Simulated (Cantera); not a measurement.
## Reactions in the system H-O-Ta

Source: NASA polynomial tables (part measured, part estimated), evaluated in Cantera. Values are per mole of reaction as written; species without (g) are pure solids or liquids, kept so even where they would boil at 1 bar.

2 TaO2(g) + H2O2(g) = H2O(g) + Ta2O5

| T (K) | ΔH° (kJ) | ΔS° (J/K) | ΔG° (kJ) | log10 K | condensed phases |
|---|---|---|---|---|---|
| 725 | -1732.1 | -426.6 | -1422.8 | 102.51 | Ta2O5(s) |
| 925 | -1722.8 | -415.2 | -1338.7 | 75.59 | Ta2O5(s) |
| 1125 | -1712.7 | -405.4 | -1256.7 | 58.35 | Ta2O5(s) |
| 1325 | -1702.1 | -396.7 | -1176.5 | 46.38 | Ta2O5(s) |
| 1525 | -1691.0 | -388.9 | -1097.9 | 37.61 | Ta2O5(s) |
| 1725 | -1679.5 | -381.8 | -1020.9 | 30.91 | Ta2O5(s) |
| 1925 | -1667.7 | -375.3 | -945.2 | 25.65 | Ta2O5(s) |
| 2125 | -1532.6 | -309.6 | -874.7 | 21.50 | Ta2O5(l) |
| 2325 | -1511.7 | -300.2 | -813.7 | 18.28 | Ta2O5(l) |
